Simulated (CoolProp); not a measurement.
A simple Rankine cycle with R22: condensing at 307.15 K, boiler at 3.29 MPa, turbine inlet 349.7 K, turbine efficiency 0.7, pump efficiency 0.8, no recuperator. Each further row changes one setting.

Model: reference Helmholtz-energy equation of state, Kamei 1995, in CoolProp.

```tsv
case	thermal efficiency (%)	net work (kJ/kg)	heat in (kJ/kg)	turbine exit temperature (K)	volume ratio over the turbine
as stated	6.5	11.3	174	307.1	2.68
turbine inlet 369.7 K	6.9	13.9	200	321.7	2.51
condensing temperature 299.15 K	7.7	14.2	184	299.2	3.31
boiler pressure 2.3 MPa	4.5	8.83	196	322.1	1.74
turbine efficiency 0.6	5.4	9.39	174	307.1	2.71
```

The expansion ends wet for: as stated; condensing temperature 299.15 K; turbine efficiency 0.6.
